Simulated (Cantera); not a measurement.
Equilibrium for iron carbonyl, mercury and lead vapours: Fe(CO)₅ + H₂

Input: 1 mol Fe(CO)₅, 0.38 mol H₂, equilibrated at 752 °C.

Cantera equilibrium calculation (NASA polynomials, part measured and part estimated; ideal gas, pure solids and liquids). Candidate condensed phases: C, C₆H₆, C₇H₈, C₈H₁₈, Fe, Fe(CO)₅, FeO, Fe(OH)₂, Fe(OH)₃, Fe₂O₃, Fe₃O₄, H₂O; 114 gas species. The tables' stoichiometric FeO is somewhat more stable than real wüstite, so its field is too wide. FeO: taken at fixed stoichiometry. Condensed phases not in the tables: cementite and carbon dissolved in iron. The numbers say what is thermodynamically allowed, not how fast it happens.

```json
[
 {"P (Pa)": "10", "x CO": "0.929", "x CO₂": "2.97e-5", "x H₂": "0.0706", "x H₂O": "1.74e-6", "x CH₄": "3.67e-8", "x HCOOH": "<1e-12", "x HCHO (formaldehyde)": "3.59e-12", "n Fe(α)": "1.00", "n C(graphite)": "0", "n FeO(s)": "0"},
 {"P (Pa)": "68", "x CO": "0.929", "x CO₂": "0.000202", "x H₂": "0.0706", "x H₂O": "1.18e-5", "x CH₄": "2.49e-7", "x HCOOH": "<1e-12", "x HCHO (formaldehyde)": "2.44e-11", "n Fe(α)": "1.00", "n C(graphite)": "0.00115", "n FeO(s)": "0"},
 {"P (Pa)": "460", "x CO": "0.928", "x CO₂": "0.00136", "x H₂": "0.0707", "x H₂O": "8.00e-5", "x CH₄": "1.69e-6", "x HCOOH": "<1e-12", "x HCHO (formaldehyde)": "1.65e-10", "n Fe(α)": "1.00", "n C(graphite)": "0.00774", "n FeO(s)": "0"},
 {"P (Pa)": "3200", "x CO": "0.919", "x CO₂": "0.00930", "x H₂": "0.0708", "x H₂O": "0.000552", "x CH₄": "1.18e-5", "x HCOOH": "1.74e-11", "x HCHO (formaldehyde)": "1.14e-9", "n Fe(α)": "1.00", "n C(graphite)": "0.0524", "n FeO(s)": "0"},
 {"P (Pa)": "22000", "x CO": "0.868", "x CO₂": "0.0570", "x H₂": "0.0712", "x H₂O": "0.00361", "x CH₄": "8.19e-5", "x HCOOH": "7.39e-10", "x HCHO (formaldehyde)": "7.42e-9", "n Fe(α)": "1.00", "n C(graphite)": "0.307", "n FeO(s)": "0"},
 {"P (Pa)": "150000", "x CO": "0.664", "x CO₂": "0.228", "x H₂": "0.0846", "x H₂O": "0.0224", "x CH₄": "0.000789", "x HCOOH": "2.39e-8", "x HCHO (formaldehyde)": "4.61e-8", "n Fe(α)": "0", "n C(graphite)": "1.87", "n FeO(s)": "1.00"},
 {"P (Pa)": "1000000", "x CO": "0.378", "x CO₂": "0.490", "x H₂": "0.0645", "x H₂O": "0.0646", "x CH₄": "0.00306", "x HCOOH": "2.62e-7", "x HCHO (formaldehyde)": "1.33e-7", "n Fe(α)": "0", "n C(graphite)": "2.55", "n FeO(s)": "1.00"}
]
```
x: gas mole fraction; n: condensed amount in mol.

At 10.0 Pa the condensed part is Fe(α). From 68.0 Pa to 22000 Pa the condensed part is C(graphite) + Fe(α). From 150000 Pa to 1000000 Pa the condensed part is C(graphite) + FeO(s).
